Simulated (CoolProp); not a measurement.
Octamethyltrisiloxane (MDM) along the isobar 1.73 MPa: density (kg/m³) from the reference equation and from simpler models built on Tc = 292.2 °C, pc = 1.438 MPa, ω = 0.528; each cubic takes its own stable root.

Model: reference Helmholtz-energy equation of state, Thol 2017, in CoolProp.

| T (°C) | phase | reference | van der Waals | Redlich-Kwong | Soave-Redlich-Kwong | Peng-Robinson |
|---|---|---|---|---|---|---|
| -9.35 | liquid | 851.2 | 489.7 | 722.7 | 752.0 | 843.0 |
| 18.55 | liquid | 824.0 | 478.2 | 702.9 | 736.2 | 826.4 |
| 46.45 | liquid | 796.4 | 466.1 | 681.5 | 718.5 | 807.6 |
| 74.35 | liquid | 768.1 | 453.2 | 658.4 | 698.6 | 786.2 |
| 102.35 | liquid | 738.7 | 439.5 | 633.1 | 675.9 | 761.7 |
| 130.25 | liquid | 708.0 | 424.7 | 605.7 | 650.1 | 733.5 |
| 158.15 | liquid | 675.5 | 408.6 | 575.6 | 620.4 | 700.8 |
| 186.05 | liquid | 640.3 | 390.8 | 542.1 | 585.7 | 662.1 |
| 214.05 | liquid | 600.9 | 370.6 | 503.8 | 544.2 | 615.1 |
